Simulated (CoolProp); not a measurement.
Vapour-liquid equilibrium of cyclopropane (1) + R134a (2) at 1.4 MPa; x and y are mole fractions of (1).

Model: multi-fluid Helmholtz-energy mixture model, Polt 1992 and Tillner-Roth 1994; pair parameters Bell 2016, in CoolProp. This equation is an older, rougher fit; its heat capacities, sound speeds and derivatives of the liquid may be far off and weren't checked against measurements.

```csv
x,"bubble temperature, mixture model (°C)","bubble temperature, Raoult's law (°C)","y, mixture model","y, Raoult's law"
0.05,49.8,52.4,0.092,0.051
0.2,44.2,52.3,0.296,0.203
0.35,41.5,52.2,?,0.354
0.5,?,52.1,0.518,0.504
0.65,40.8,52.0,0.602,0.654
0.8,?,51.8,0.708,0.803
0.95,48.2,51.7,0.896,0.951
```

Task: What belongs in the gaps?

Result: 
- 0.35, y, mixture model: 0.425
- 0.5, bubble temperature, mixture model (°C): 40.5
- 0.8, bubble temperature, mixture model (°C): 42.7

The largest gap from Raoult's law is -11.6 K in bubble temperature, at x = 0.5. y crosses x between x = 0.5 and 0.65: the model has an azeotrope there.

Pair parameters are fitted to limited data, so mixtures are less certain than the pure fluids.
